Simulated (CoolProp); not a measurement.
Vapour-liquid equilibrium of n-hexane (1) + dimethyl carbonate (2) at 415 K; x and y are mole fractions of (1).

Values from CoolProp's multi-fluid Helmholtz-energy mixture model, Thol 2019 and Zhou 2011; pair parameters Bell 2016.

```tsv
x	bubble pressure (MPa)	y at the bubble point	dew pressure at overall composition x (MPa)	liquid density (mol/L)
0.05	0.4821	0.167	0.4335	9.646
0.2	0.6042	0.399	0.4975	8.823
0.35	0.6633	0.507	0.5761	8.116
0.5	0.6944	0.585	0.6599	7.515
0.65	0.7081	0.665	0.7069	7.012
0.8	0.7020	0.768	0.6962	6.599
0.95	0.6639	0.925	0.6562	6.264
```

y crosses x between x = 0.65 and 0.8: the model has an azeotrope there.

Pair parameters are fitted to limited data, so mixtures are less certain than the pure fluids.
